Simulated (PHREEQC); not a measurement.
# Silver or lead bath

Solution (25 °C): 6.5e-05 mol/kgw Ag2SO4, 0.0015 mol/kgw HF and 0.003 mol/kgw Cu(NO3)2. Closed to the air; pH follows from the charge balance.

Equilibrium calculation in PHREEQC: ion-association model, wateq4f.dat.

Each row changes one thing in this solution. No solid was allowed to form.

```tsv
case	pH	ionic strength (mol/kgw)
as made	3.15	0.00986
0.0037 mol/kgw CO2 added	3.15	0.00986
HF left out	5.04	0.00913
temperature from 25 to 50 °C	[?]	[?]
Cu(NO3)2 replaced by Zn(NO3)2 at the same molality	3.15	0.00986
Ag2SO4 left out	3.15	0.00972
0.00012 mol/kgw Na2SiF6 added	[?]	[?]
```

Question: Fill in the missing entries.

Answer: 
- temperature from 25 to 50 °C, pH: 3.22
- temperature from 25 to 50 °C, ionic strength (mol/kgw): 0.00974
- 0.00012 mol/kgw Na2SiF6 added, pH: 3.12
- 0.00012 mol/kgw Na2SiF6 added, ionic strength (mol/kgw): 0.0102

Constants without temperature data keep their 25 °C values here. SiF6-2 is the database's only silicon fluoride.
